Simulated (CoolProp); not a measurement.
n-undecane along the isotherm 620 K: density (kg/m³) from the reference equation and from simpler models built on Tc = 638.8 K, pc = 19.90 bar, ω = 0.539; each cubic takes its own stable root.

Values from CoolProp's reference Helmholtz-energy equation of state, Aleksandrov 2011. It is a short technical equation, of lower accuracy than the large ones.

```tsv
p (bar)	phase	reference
0.0944	gas	0.2868
0.139	gas	0.4228
0.203	gas	0.6183
0.299	gas	0.9126
0.438	gas	1.341
0.643	gas	1.978
0.944	gas	2.923
1.39	gas	4.349
2.03	gas	6.449
2.99	gas	9.727
4.38	gas	14.78
6.43	gas	23.06
9.44	gas	37.78
13.9	gas	72.25
20.3	liquid	409.6
29.9	liquid	431.9
```

### Question
How far does each simpler model (Soave-Redlich-Kwong, Peng-Robinson) lie from the reference over these 16 states: mean and median of the absolute difference, and the worst?

### Answer
- Soave-Redlich-Kwong: mean 3.8 %, median 0.5 %, worst -23.0 % at 620 K and 20.3 bar
- Peng-Robinson: mean 2.0 %, median 0.1 %, worst -13.8 % at 620 K and 20.3 bar
